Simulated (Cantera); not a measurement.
Mixture: H₂ : O₂ : N₂ = 1 : 0.704 : 2.65 (molar parts), equivalence ratio 0.71, at 400000 Pa, adiabatic and at constant volume. Ignition delay is the time to a rise of 400 K.

Cantera simulation using the H2/O2 subset of GRI-Mech 3.0, which has no nitrogen chemistry; the numbers are that mechanism's predictions, not measurements. The hydrogen kinetics of GRI-Mech 3.0 are dated; newer H2 mechanisms differ, most at raised pressure. Below about 950 K walls govern HO2 and H2O2 in real vessels.

At T0 = 1400 K, what is the delay, and which 6 reactions control it most (d ln τ / d ln k, from doubling and halving each rate constant)?

The delay is 4.87 µs.
```json
[
 {"reaction": "H + O2 <=> O + OH", "d ln τ / d ln k": "-0.69", "faster rate": "shortens it"},
 {"reaction": "H2 + O <=> H + OH", "d ln τ / d ln k": "-0.18", "faster rate": "shortens it"},
 {"reaction": "H2 + OH <=> H + H2O", "d ln τ / d ln k": "-0.11", "faster rate": "shortens it"},
 {"reaction": "H + HO2 <=> H2 + O2", "d ln τ / d ln k": "-0.06", "faster rate": "shortens it"},
 {"reaction": "H + O2 + N2 <=> HO2 + N2", "d ln τ / d ln k": "0.05", "faster rate": "lengthens it"},
 {"reaction": "H + O2 + M <=> HO2 + M", "d ln τ / d ln k": "0.03", "faster rate": "lengthens it"}
]
```
